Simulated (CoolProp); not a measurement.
Vapour-liquid equilibrium of dimethyl ether (1) + n-butane (2) at 329 K; x and y are mole fractions of (1).

Model: multi-fluid Helmholtz-energy mixture model, Wu 2011 and Bücker 2006; pair parameters Bell 2016, in CoolProp.

```json
[
 {"x": "0.05", "bubble pressure, mixture model (kPa)": "635.4", "bubble pressure, Raoult's law (kPa)": "612.8", "y, mixture model": "0.124", "y, Raoult's law": "0.107"},
 {"x": "0.2", "bubble pressure, mixture model (kPa)": "794.3", "bubble pressure, Raoult's law (kPa)": "723.7", "y, mixture model": "(withheld)", "y, Raoult's law": "0.363"},
 {"x": "0.35", "bubble pressure, mixture model (kPa)": "927.5", "bubble pressure, Raoult's law (kPa)": "834.6", "y, mixture model": "(withheld)", "y, Raoult's law": "0.552"},
 {"x": "0.5", "bubble pressure, mixture model (kPa)": "1040", "bubble pressure, Raoult's law (kPa)": "945.6", "y, mixture model": "(withheld)", "y, Raoult's law": "0.695"},
 {"x": "0.65", "bubble pressure, mixture model (kPa)": "1137", "bubble pressure, Raoult's law (kPa)": "1056", "y, mixture model": "(withheld)", "y, Raoult's law": "0.809"},
 {"x": "0.8", "bubble pressure, mixture model (kPa)": "(withheld)", "bubble pressure, Raoult's law (kPa)": "1167", "y, mixture model": "0.861", "y, Raoult's law": "0.901"},
 {"x": "0.95", "bubble pressure, mixture model (kPa)": "(withheld)", "bubble pressure, Raoult's law (kPa)": "1278", "y, mixture model": "(withheld)", "y, Raoult's law": "0.977"}
]
```

**Question.** Fill in the missing entries.

**Answer.** 
- 0.2, y, mixture model: 0.378
- 0.35, y, mixture model: 0.541
- 0.5, y, mixture model: 0.661
- 0.65, y, mixture model: 0.764
- 0.8, bubble pressure, mixture model (kPa): 1222
- 0.95, bubble pressure, mixture model (kPa): 1294
- 0.95, y, mixture model: 0.963

The largest gap from Raoult's law is +11.1 % in bubble pressure, at x = 0.35. No azeotrope shows between x = 0.05 and 0.95.

The pair parameters rest on a limited set of measurements; away from them the model extrapolates.
